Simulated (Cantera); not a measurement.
What does this Cantera script print?

```python
import numpy as np
import cantera as ct

gas_names = """
    H HO2 H2 H2O H2O2 O OH O2 O3 Si SiH SiH2 SiH3 SiH4 SiO SiO2 Si2 Si3
""".split()
cond_names = """
    H2O(s) H2O(L) Si(cr) Si(L) SiO2(Lqz) SiO2(hqz) SiO2(L)
""".split()


# ... load() reads the species with a 1 bar reference pressure and builds the phases ...
atoms = {
    'Si': {'Si': 1},
    'H2O': {'H': 2, 'O': 1},
    'H2': {'H': 2},
}
top_T = {}  # K; cautious upper limits of use, not melting points


# ... equilibrate(T, P, feed) seeds the gas with the atoms and calls Mixture.equilibrate('TP', solver="vcs", rtol=1e-11, max_steps=5000) ...
results = []
feed = {'Si': 1, 'H2O': 0.073, 'H2': 550}  # mol
P = 1600  # Pa
for T in [1173, 1223, 1273, 1323, 1373, 1423, 1473, 1523, 1573, 1623, 1673, 1723, 1773]:
    mix = equilibrate(T, P, feed)
    results.append((T, P, feed, dict(zip(mix.species_names, mix.species_moles))))
    x = sorted(zip(gas.X, gas.species_names), reverse=True)
    print(f"T = {T:g} K  P = {P:g} Pa  gas = {mix.phase_moles(0):.4g} mol")
    print("   x: " + "  ".join(f"{s} {v:.3e}" for v, s in x if v > 1e-05))
    print("   condensed (mol): " + ("  ".join(f"{mix.phase(i).name} {mix.phase_moles(i):.4g}"
          for i in range(1, mix.n_phases) if mix.phase_moles(i) > 1e-12) or "none"))
```

Result:

```
T = 1173 K  P = 1600 Pa  gas = 550.1 mol
   x: H2 1.000e+00  SiO 1.513e-05
   condensed (mol): Si(cr) 0.9593  SiO2(hqz) 0.03233
T = 1223 K  P = 1600 Pa  gas = 550.1 mol
   x: H2 9.999e-01  SiO 6.418e-05
   condensed (mol): Si(cr) 0.9459  SiO2(hqz) 0.01882
T = 1273 K  P = 1600 Pa  gas = 550.1 mol
   x: H2 9.999e-01  SiO 1.326e-04
   condensed (mol): Si(cr) 0.927
T = 1323 K  P = 1600 Pa  gas = 550.1 mol
   x: H2 9.999e-01  SiO 1.326e-04  H 1.254e-05
   condensed (mol): Si(cr) 0.927
T = 1373 K  P = 1600 Pa  gas = 550.2 mol
   x: H2 9.998e-01  SiO 1.327e-04  H 2.632e-05
   condensed (mol): Si(cr) 0.9269
T = 1423 K  P = 1600 Pa  gas = 550.2 mol
   x: H2 9.998e-01  SiO 1.327e-04  H 5.251e-05
   condensed (mol): Si(cr) 0.9266
T = 1473 K  P = 1600 Pa  gas = 550.2 mol
   x: H2 9.998e-01  SiO 1.327e-04  H 1.000e-04
   condensed (mol): Si(cr) 0.9261
T = 1523 K  P = 1600 Pa  gas = 550.2 mol
   x: H2 9.997e-01  H 1.827e-04  SiO 1.327e-04
   condensed (mol): Si(cr) 0.925
T = 1573 K  P = 1600 Pa  gas = 550.2 mol
   x: H2 9.995e-01  H 3.214e-04  SiO 1.327e-04
   condensed (mol): Si(cr) 0.9225
T = 1623 K  P = 1600 Pa  gas = 550.3 mol
   x: H2 9.993e-01  H 5.462e-04  SiO 1.326e-04
   condensed (mol): Si(cr) 0.9166
T = 1673 K  P = 1600 Pa  gas = 550.4 mol
   x: H2 9.989e-01  H 8.998e-04  SiO 1.326e-04  Si 2.611e-05  SiH2 1.100e-05
   condensed (mol): Si(cr) 0.9033
T = 1723 K  P = 1600 Pa  gas = 550.6 mol
   x: H2 9.983e-01  H 1.440e-03  SiO 1.326e-04  Si 6.146e-05  SiH2 1.695e-05  SiH 1.117e-05
   condensed (mol): Si(L) 0.8772
T = 1773 K  P = 1600 Pa  gas = 550.8 mol
   x: H2 9.974e-01  H 2.246e-03  Si 1.331e-04  SiO 1.325e-04  SiH2 2.461e-05  SiH 2.076e-05
   condensed (mol): Si(L) 0.8275
```

Cantera equilibrium calculation (NASA polynomials, part measured and part estimated; ideal gas, pure solids and liquids). Mutual solubility and eutectic melting of coexisting phases are not modelled. The tables hold silica as quartz up to 1696 K and as liquid above; real silica turns to tridymite and cristobalite and melts near 1996 K. Gases not in the tables: Si2H6 and higher silanes.
